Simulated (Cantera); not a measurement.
A closed system holds: 1 mol Al(CH3)3, 17 mol O2, 50 mol N2, at 1600 K and 17.0 mbar.

Equilibrium computed with Cantera from the NASA thermochemical tables; the gas is ideal and each condensed phase is pure. Candidate condensed phases: Al, AlN, Al2O3, C, C6H6, C7H8, C8H18, H2O; 148 gas species. The feed counts by its element totals alone. Equilibrium is a limit: real reactors are often held back by kinetics, nucleation or transport.

Base state: N2 0.729, O2 0.160, H2O 0.0655, CO2 0.0438, NO 0.00162, OH 0.000370, O 4.44e-5, CO 1.68e-5 (mole fractions); condensed: Al2O3(s).

Q: What changes in the equilibrium state with this change: Al(CH3)3 replaced by Al?

A: 
```json
[
 {"species": "N2", "before": "0.729", "after": "0.754"},
 {"species": "O2", "before": "0.160", "after": "0.244"},
 {"species": "NO", "before": "0.00162", "after": "0.00204"},
 {"species": "H2O", "before": "0.0655", "after": "0"},
 {"species": "CO2", "before": "0.0438", "after": "0"},
 {"species": "OH", "before": "0.000370", "after": "0"},
 {"species": "CO", "before": "1.68e-5", "after": "0"},
 {"species": "O", "before": "4.44e-5", "after": "5.50e-5"},
 {"species": "Al2O3(s), mol", "before": "0.500", "after": "0.500"}
]
```
